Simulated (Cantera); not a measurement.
Input (Python, Cantera) and output of one run.

```python
import numpy as np
import cantera as ct

gas_names = """
    C CN CO CO2 C2 CCN CNC C2N2 C2O C3 C3O2 C4 C4N2 C5 Fe FeC5O5 FeO N NCO NO NO2 NO3 N2 N2O O O2 O3
""".split()
cond_names = """
    C(gr) Fe(a) Fe(c) Fe(d) Fe(L) FeC5O5(L) FeO(s) FeO(L) Fe2O3(s) Fe3O4(s)
""".split()


# ... load() reads the species with a 1 bar reference pressure and builds the phases ...
atoms = {
    'Fe3O4': {'Fe': 3, 'O': 4},
    'CO': {'C': 1, 'O': 1},
    'N2': {'N': 2},
}
top_T = {'C(gr)': 4500, 'Fe2O3(s)': 1830, 'Fe3O4(s)': 1870}  # K; cautious upper limits of use, not melting points


# ... equilibrate(T, P, feed) seeds the gas with the atoms and calls Mixture.equilibrate('TP', solver="vcs", rtol=1e-11, max_steps=5000) ...
results = []
feed = {'Fe3O4': 1, 'CO': 3, 'N2': 17}  # mol
P = 101325  # Pa
for T in [1525, 1600, 1675, 1750, 1825, 1900, 1975, 2050]:
    mix = equilibrate(T, P, feed)
    results.append((T, P, feed, dict(zip(mix.species_names, mix.species_moles))))

top = {s: max(r[3][s] / sum(r[3][g] for g in gas_names) for r in results) for s in gas_names}
cols = sorted((s for s in top if top[s] > 0.0001), key=lambda s: -top[s])[:6]
seen = [c for c in cond_names if any(r[3].get(c, 0) > 1e-12 for r in results)]
print("log10 of partial pressures in bar; condensed amounts in mol")
print(f"{'T/K':>10s}" + "".join(f"{s[:9]:>10s}" for s in cols + seen))
for T, P, feed, n in results:
    ng = sum(n[g] for g in gas_names)
    print(f"{T:10.4g}" + "".join(f"{np.log10(max(n[s] / ng * P / 1e5, 1e-99)):10.3f}" for s in cols)
          + "".join(f"{n.get(c, 0):10.4g}" for c in seen))
```

It prints:

```
log10 of partial pressures in bar; condensed amounts in mol
       T/K        N2        CO       CO2        Fe    FeO(s)    FeO(L)
      1525    -0.065    -0.994    -1.295    -7.094         3         0
      1600    -0.065    -0.994    -1.295    -6.476         3         0
      1675    -0.065    -0.994    -1.295    -5.927         0         3
      1750    -0.065    -0.994    -1.295    -5.449         0         3
      1825    -0.065    -0.994    -1.295    -5.012         0         3
      1900    -0.065    -0.994    -1.295    -4.612         0         3
      1975    -0.065    -0.995    -1.295    -4.244         0     2.999
      2050    -0.065    -0.995    -1.295    -3.904         0     2.997
```

Equilibrium computed with Cantera from the NASA thermochemical tables; the gas is ideal and each condensed phase is pure. The tables' stoichiometric FeO is somewhat more stable than real wüstite, so its field is too wide. FeO: taken at fixed stoichiometry.
